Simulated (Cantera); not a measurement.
A closed system holds: 1 mol Fe, 0.16 mol CO, 230 mol H₂, at 0.100 bar.

These are equilibrium values from Cantera (NASA tables, ideal gas, pure condensed phases), not measurements of a reactor. Candidate condensed phases: C, C₆H₆, C₇H₈, C₈H₁₈, Fe, Fe(CO)₅, FeO, Fe(OH)₂, Fe(OH)₃, Fe₂O₃, Fe₃O₄, H₂O; 114 gas species. Kinetics and transport are ignored.

Question: Which condensed phases are stable at each of these points (T (K)): 1023, 1098, 1173, 1248, 1323, 1398, 1473, 1548, 1623, 1698, 1773?

Answer: 
```tsv
T (K)	condensed phases	Fe condensed (%)
1023	Fe(α)	100.0
1098	Fe(α)	100.0
1173	Fe(α)	100.0
1248	Fe(γ)	100.0
1323	Fe(γ)	100.0
1398	Fe(γ)	100.0
1473	Fe(γ)	100.0
1548	Fe(γ)	99.9
1623	Fe(γ)	99.6
1698	Fe(δ)	98.6
1773	Fe(δ)	95.4
```

From 1023 K to 1173 K the condensed part is Fe(α). From 1248 K to 1623 K the condensed part is Fe(γ). From 1698 K to 1773 K the condensed part is Fe(δ).
